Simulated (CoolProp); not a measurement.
Nitrogen along the isobar 16.7 MPa: density (kg/m³) from the reference equation and from simpler models built on Tc = 126.2 K, pc = 3.396 MPa, ω = 0.037; each cubic takes its own stable root.

Values from CoolProp's reference Helmholtz-energy equation of state, Span 2000.

```csv
T (K),phase,reference
93.2,liquid,782.5
119.4,liquid,675.5
145.6,supercritical,553.3
171.8,supercritical,427.4
198,supercritical,331.1
224.2,supercritical,269.4
250.4,supercritical,228.9
276.7,supercritical,200.4
302.9,supercritical,179.1
```

Problem. How far does each simpler model (van der Waals, Redlich-Kwong, Soave-Redlich-Kwong, Peng-Robinson) lie from the reference over these 9 states: mean and median of the absolute difference, and the worst?

Solution. 
- van der Waals: mean 10.8 %, median 5.4 %, worst -27.3 % at 93.2 K and 16.7 MPa
- Redlich-Kwong: mean 1.4 %, median 1.7 %, worst +2.2 % at 302.9 K and 16.7 MPa
- Soave-Redlich-Kwong: mean 2.3 %, median 2.4 %, worst -4.1 % at 171.8 K and 16.7 MPa
- Peng-Robinson: mean 5.4 %, median 3.0 %, worst +13.4 % at 93.2 K and 16.7 MPa
